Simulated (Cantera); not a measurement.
# Carbon deposition, reforming and gasification: C3H6 + H2O + N2

Feed: 1 mol C3H6, 0.047 mol H2O, 23 mol N2, at 2600 K.

Cantera equilibrium calculation (NASA polynomials, part measured and part estimated; ideal gas, pure solids and liquids). Candidate condensed phases: C, C6H6, C7H8, C8H18, H2O; 136 gas species. The ideal-gas law is rough above about 30 bar. Kinetics and transport are ignored.

| P (Pa) | x N2 | x H | x H2 | x HCN | x C3 | x CN | x C | n C(graphite) |
|---|---|---|---|---|---|---|---|---|
| 10 | 0.750 | 0.192 | 0.00251 | 0.00383 | 0.0209 | 0.0194 | 0.00612 | 0 |
| 56 | 0.786 | 0.176 | 0.0118 | 0.00868 | 0.00395 | 0.00858 | 0.00111 | 1.99 |
| 320 | 0.812 | 0.128 | 0.0356 | 0.0153 | 0.000692 | 0.00365 | 0.000195 | 2.25 |
| 1800 | 0.836 | 0.0721 | 0.0636 | 0.0208 | 0.000123 | 0.00156 | 3.47e-5 | 2.19 |
| 10000 | 0.852 | 0.0348 | 0.0824 | 0.0239 | 2.21e-5 | 0.000668 | 6.24e-6 | 2.14 |
| 56000 | 0.860 | 0.0156 | 0.0922 | 0.0254 | 3.95e-6 | 0.000284 | 1.11e-6 | 2.10 |
| 320000 | 0.864 | 0.00667 | 0.0967 | 0.0260 | 6.92e-7 | 0.000119 | 1.95e-7 | 2.09 |
| 1800000 | 0.865 | 0.00284 | 0.0986 | 0.0263 | 1.23e-7 | 5.02e-5 | 3.47e-8 | 2.08 |
| 10000000 | 0.866 | 0.00121 | 0.0992 | 0.0264 | 2.21e-8 | 2.13e-5 | 6.24e-9 | 2.08 |
x: gas mole fraction; n: condensed amount in mol.

At 10.0 Pa nothing is condensed. From 56.0 Pa to 100 bar the condensed part is C(graphite). The main C-bearing gas is C3 at 10.0 Pa and HCN at 100 bar. The share of C in condensed phases is highest at 3.20 mbar (75.0 %) and lowest at 10.0 Pa (0.0 %).
